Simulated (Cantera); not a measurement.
Charge: 1 mol FeS, 4.8 mol SO3, 0.73 mol O2, equilibrated at 852 °C and 1330 Pa.

These are equilibrium values from Cantera (NASA tables, ideal gas, pure condensed phases), not measurements of a reactor. Candidate condensed phases: Fe, FeO, FeS, FeSO4, FeS2, Fe2O3, Fe2(SO4)3, Fe3O4, S; 12 gas species. Kinetics and transport are ignored.

Problem. What is the equilibrium state?

Solution. 
| Quantity | Value |
|---|---|
| x(SO2) | 0.796 |
| x(O2) | 0.184 |
| x(SO3) | 0.0194 |
| n(Fe2O3(s)) | 0.500 mol |
| gas amount | 7.111 mol |
| log10 activity of Fe(α) (absent) | -10.37 |
| log10 activity of S(l) (absent) | -13.00 |
